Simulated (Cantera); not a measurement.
A Cantera script and what it prints.

```python
import numpy as np
import cantera as ct

gas_names = """
    C CH CH2 CH3 CH2OH CH3O CH4 CH3OH CN CO CO2 COOH C2 C2H CHCO,ketyl C2H2,acetylene C2H2,vinylidene
    CH2CO,ketene C2H3,vinyl CH3CN CH3CO,acetyl C2H4 C2H4O,ethylen CH3CHO,ethanal CH3COOH (HCOOH)2 C2H5
    C2H6 CH3OCH3 C2H5OH CCN CNC C2N2 C2O C3 C3H3,propargyl C3H4,allene C3H4,propyne C3H4,cyclo-
    C3H5,allyl C3H6,propylene C3H6,cyclo- C3H6O C3H7,n-propyl C3H7,i-propyl C3H8 C3H8O,1propanol
    C3H8O,2propanol C3O2 C4 C4H2 C4H4,1,3-cyclo- C4H6,butadiene C4H6,2-butyne C4H6,cyclo- C4H8,1-butene
    C4H8,cis2-buten C4H8,tr2-butene C4H8,isobutene C4H8,cyclo- (CH3COOH)2 C4H9,n-butyl C4H9,i-butyl
    C4H9,s-butyl C4H9,t-butyl C4H10,isobutane C4H10,n-butane C4N2 C5 C5H6,1,3cyclo- C5H8,cyclo-
    C5H10,1-pentene C5H10,cyclo- C5H11,pentyl C5H11,t-pentyl C5H12,n-pentane C5H12,i-pentane
    CH3C(CH3)2CH3 C6H2 C6H5,phenyl C6H5O,phenoxy C6H6 C6H5OH,phenol C6H10,cyclo- C6H12,1-hexene
    C6H12,cyclo- C6H13,n-hexyl C7H7,benzyl C7H8 C7H8O,cresol C7H14,1-heptene C7H15,n-heptyl
    C7H16,n-heptane C8H8,styrene C8H10,ethylbenz C8H16,1-octene C8H17,n-octyl C8H18,isooctane
    C8H18,n-octane C9H19,n-nonyl C10H8,naphthale C10H21,n-decyl C12H9,o-bipheny C12H10,bipheny H HCN HCO
    HCCN HNC HNCO HNO HNO2 HNO3 HO2 H2 HCHO,formaldehy HCOOH H2O H2O2 N NCO NH NH2 NH3 NH2OH NO NO2 NO3
    N2 N2H2 N2H4 N2O O OH O2 O3 Pb PbO Pb2
""".split()
cond_names = """
    C(gr) C6H6(L) C7H8(L) C8H18(L),n-octa H2O(s) H2O(L) Pb(cr) Pb(L) PbO(rd) PbO(yw) PbO(L) PbO2(s)
    Pb3O4(s)
""".split()


def load(file, names, dense=False):
    # The tables refer to 1 bar. Condensed volumes are neglected.
    table = {s.name: s for s in ct.Species.list_from_file(file)}
    out = []
    for n in names:
        d = dict(table[n].input_data)
        d["thermo"] = dict(d["thermo"], **{"reference-pressure": 1e5})
        if dense:
            d["equation-of-state"] = {"model": "constant-volume", "density": "1e6 g/cm^3"}
        out.append(ct.Species.from_dict(d))
    return out


gas = ct.Solution(thermo="ideal-gas", species=load("nasa_gas.yaml", gas_names))
cond = {s.name: ct.Solution(thermo="fixed-stoichiometry", species=[s], name=s.name)
        for s in load("nasa_condensed.yaml", cond_names, dense=True)}
atoms = {
    'Pb': {'Pb': 1},
    'CO': {'C': 1, 'O': 1},
    'H2': {'H': 2},
    'N2': {'N': 2},
}
top_T = {'C(gr)': 4500, 'Pb3O4(s)': 820}  # K; cautious upper limits of use, not melting points


def equilibrate(T, P, feed):
    n = {}
    for name, mol in feed.items():
        for a, k in atoms[name].items():
            n[a] = n.get(a, 0.0) + k * mol
    gas.TPX = T, P, n
    mass = sum(n.values()) * gas.mean_molecular_weight
    gas.equilibrate("TP")
    valid = [c for c in cond.values() if c.min_temp <= T <= top_T.get(c.name, c.max_temp)]
    mix = ct.Mixture([(gas, mass / gas.mean_molecular_weight)] + [(c, 0.0) for c in valid])
    mix.T, mix.P = T, P
    mix.equilibrate("TP", solver="vcs", rtol=1e-11, max_steps=5000)
    return mix


results = []
feed = {'Pb': 1, 'CO': 0.05, 'H2': 0.41, 'N2': 0.086}  # mol
P = 210000  # Pa
for T in [1048, 1098, 1148, 1198, 1248, 1298, 1348, 1398, 1448, 1498, 1548, 1598, 1648]:
    mix = equilibrate(T, P, feed)
    results.append((T, P, feed, dict(zip(mix.species_names, mix.species_moles))))

top = {s: max(r[3][s] / sum(r[3][g] for g in gas_names) for r in results) for s in gas_names}
cols = sorted((s for s in top if top[s] > 1e-05), key=lambda s: -top[s])[:7]
seen = [c for c in cond_names if any(r[3].get(c, 0) > 1e-12 for r in results)]
print("log10 of partial pressures in bar; condensed amounts in mol")
print(f"{'T/K':>10s}" + "".join(f"{s[:9]:>10s}" for s in cols + seen))
for T, P, feed, n in results:
    ng = sum(n[g] for g in gas_names)
    print(f"{T:10.4g}" + "".join(f"{np.log10(max(n[s] / ng * P / 1e5, 1e-99)):10.3f}" for s in cols)
          + "".join(f"{n.get(c, 0):10.4g}" for c in seen))
```

It prints:

```
log10 of partial pressures in bar; condensed amounts in mol
       T/K        H2        N2        CO        Pb       CH4       H2O       CO2     Pb(L)
      1048     0.170    -0.452    -0.892    -4.350    -1.152    -1.194    -2.182         1
      1098     0.180    -0.463    -0.818    -3.933    -1.355    -1.396    -2.397         1
      1148     0.187    -0.469    -0.776    -3.553    -1.560    -1.598    -2.633    0.9999
      1198     0.191    -0.474    -0.753    -3.205    -1.759    -1.793    -2.872    0.9998
      1248     0.193    -0.476    -0.740    -2.886    -1.948    -1.978    -3.103    0.9997
      1298     0.194    -0.478    -0.732    -2.592    -2.127    -2.152    -3.322    0.9993
      1348     0.195    -0.479    -0.727    -2.321    -2.296    -2.315    -3.528    0.9988
      1398     0.195    -0.481    -0.725    -2.069    -2.457    -2.466    -3.720    0.9978
      1448     0.194    -0.483    -0.724    -1.836    -2.611    -2.605    -3.898    0.9962
      1498     0.192    -0.485    -0.725    -1.618    -2.762    -2.732    -4.060    0.9937
      1548     0.189    -0.488    -0.727    -1.415    -2.913    -2.845    -4.207    0.9898
      1598     0.185    -0.493    -0.731    -1.225    -3.068    -2.945    -4.337    0.9841
      1648     0.178    -0.499    -0.737    -1.047    -3.231    -3.030    -4.452    0.9756
```

Cantera equilibrium calculation (NASA polynomials, part measured and part estimated; ideal gas, pure solids and liquids).
